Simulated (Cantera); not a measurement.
Cantera run:

```python
import numpy as np
import cantera as ct

gas_names = [...]  # 109 gases of nasa_gas.yaml made of C, Cl, H, Si
cond_names = """
    C(gr) C6H6(L) C7H8(L) C8H18(L),n-octa Si(cr) Si(L) SiC(b)
""".split()


# ... load() reads the species with a 1 bar reference pressure and builds the phases ...
atoms = {
    'SiH2Cl2': {'Si': 1, 'H': 2, 'CL': 2},
    'C3H8': {'C': 3, 'H': 8},
    'H2': {'H': 2},
}
top_T = {'C(gr)': 4500, 'SiC(b)': 3050}  # K; cautious upper limits of use, not melting points


# ... equilibrate(T, P, feed) seeds the gas with the atoms and calls Mixture.equilibrate('TP', solver="vcs", rtol=1e-11, max_steps=5000) ...
results = []
feed = {'SiH2Cl2': 1, 'C3H8': 0.0062, 'H2': 72}  # mol
T = 1773  # K
P = 1333.22  # Pa
mix = equilibrate(T, P, feed)
results.append((T, P, feed, dict(zip(mix.species_names, mix.species_moles))))
print(gas.report(threshold=1e-05))
for i in range(1, mix.n_phases):
    print(f"{mix.phase(i).name:16s} {mix.phase_moles(i):12.5e} mol")
```

Result:

```
       temperature   1773 K
          pressure   1333.2 Pa
           density   0.00027132 kg/m^3
  mean mol. weight   3 kg/kmol
   phase of matter   gas

                          1 kg             1 kmol
                     ---------------   ---------------
          enthalpy         1.452e+07         4.356e+07  J
   internal energy         9.606e+06        2.8818e+07  J
           entropy             74372        2.2312e+05  J/K
    Gibbs function       -1.1734e+08       -3.5202e+08  J
 heat capacity c_p             11150             33450  J/K
 heat capacity c_v            8378.6             25136  J/K

                      mass frac. Y      mole frac. X     chem. pot. / RT
                     ---------------   ---------------   ---------------
                CL        0.00052864        4.4737e-05           -28.535
                 H        0.00081623         0.0024293           -11.725
               HCL           0.28309          0.023294            -40.26
                H2           0.65331           0.97218           -23.449
                Si         0.0014958        0.00015978           -5.1794
              SiCL        0.00094018        4.4394e-05           -33.715
             SiCL2          0.059174         0.0017934            -62.25
               SiH        0.00021778        2.2457e-05           -16.904
              SiH2        0.00024069        2.3988e-05           -28.629
     [ +100 minor]        0.00019241        5.9594e-06

C(gr)             0.00000e+00 mol
Si(L)             8.29382e-01 mol
SiC(b)            1.84644e-02 mol
```

Method: chemical equilibrium by Gibbs-energy minimisation in Cantera with the NASA 1993 tables (ideal gas, pure condensed phases). Mutual solubility and eutectic melting of coexisting phases are not modelled. The tables' values for SiCl are old estimates; treat these amounts as uncertain. Gases not in the tables: Si2H6 and higher silanes.
